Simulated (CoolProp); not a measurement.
The fluid at 262.81 K and 0.0168 MPa expands adiabatically to 0.00118 MPa with isentropic efficiency 0.8. The same conditions are run with several fluids, on thermodynamics alone (safety and materials aside).

Model: reference Helmholtz-energy equation of state of each fluid (R1224YDZ: Akasaka 2023; isobutene: Lemmon 2005; propane: Lemmon 2009), in CoolProp.

Task: Rank R1224YDZ, isobutene, propane by work (kJ/kg), highest first.

Result: propane (88.3), isobutene (71.5), R1224YDZ (27.7)

```json
[
 {"fluid": "R1224YDZ", "final temperature (K)": "218.4", "final density (kg/m³)": "0.0967"},
 {"fluid": "isobutene", "final temperature (K)": "208.8", "final density (kg/m³)": "0.0382"},
 {"fluid": "propane", "final temperature (K)": "198.7", "final density (kg/m³)": "0.0315"}
]
```
